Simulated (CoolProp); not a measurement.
Vapour pressure (bar) of c-C4F8 (RC318): the reference equation beside estimates from Tc = 388.4 K, pc = 27.78 bar, ω = 0.355. Clausius-Clapeyron is anchored at 271 K with a constant enthalpy of vaporisation of 23.07 kJ/mol.

The numbers come from the reference Helmholtz-energy equation of state, Platzer 1990 in CoolProp. This equation is an older, rougher fit; its heat capacities, sound speeds and derivatives of the liquid may be far off and weren't checked against measurements.

```tsv
T (K)	reference	Clausius-Clapeyron	Peng-Robinson
257.5	0.6666	___	0.6710
262	0.8137	0.8328	0.8166
266.5	0.9852	0.9959	0.9862
271	1.184	1.184	1.183
275.5	1.413	1.399	1.408
280	1.674	1.645	1.667
284.5	___	1.925	___
289	2.308	2.240	2.293
293.5	2.686	2.595	___
298	3.110	2.994	3.088
302.5	3.583	3.439	3.557
307	4.108	3.933	4.079
311.5	4.690	4.482	4.658
316	5.331	5.088	5.298
```

Complete the blanks.


- 257.5, Clausius-Clapeyron: 0.6921
- 284.5, reference: 1.971
- 284.5, Peng-Robinson: 1.960
- 293.5, Peng-Robinson: 2.667

Absolute difference from the reference over all 14 rows, mean and median: Clausius-Clapeyron 2.8 and 3.2 %, Peng-Robinson 0.5 and 0.6 %.
